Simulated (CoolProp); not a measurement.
n-decane along the isotherm 620 K: fugacity coefficient from the reference equation and from simpler models built on Tc = 617.7 K, pc = 21.01 bar, ω = 0.488; each cubic takes its own stable root.

The numbers come from the reference Helmholtz-energy equation of state, Lemmon 2006 in CoolProp. It is a short technical equation, of lower accuracy than the large ones.

| p (bar) | phase | reference |
|---|---|---|
| 17.5 | gas | 0.7147 |
| 35 | supercritical | 0.4390 |
| 52.5 | supercritical | 0.3288 |
| 70 | supercritical | 0.2751 |
| 87.6 | supercritical | 0.2444 |
| 105 | supercritical | 0.2257 |
| 123 | supercritical | 0.2136 |
| 140 | supercritical | 0.2064 |
| 158 | supercritical | 0.2020 |
| 175 | supercritical | 0.2000 |
| 193 | supercritical | 0.1998 |
| 210 | supercritical | 0.2010 |

Question: How far does each simpler model (van der Waals, Redlich-Kwong, Soave-Redlich-Kwong, Peng-Robinson) lie from the reference over these 12 states: mean and median of the absolute difference, and the worst?

Answer: 
- van der Waals: mean 45.3 %, median 44.8 %, worst +86.0 % at 620 K and 210 bar
- Redlich-Kwong: mean 15.8 %, median 16.8 %, worst +25.6 % at 620 K and 210 bar
- Soave-Redlich-Kwong: mean 16.4 %, median 17.5 %, worst +26.5 % at 620 K and 210 bar
- Peng-Robinson: mean 4.9 %, median 5.6 %, worst +6.9 % at 620 K and 210 bar
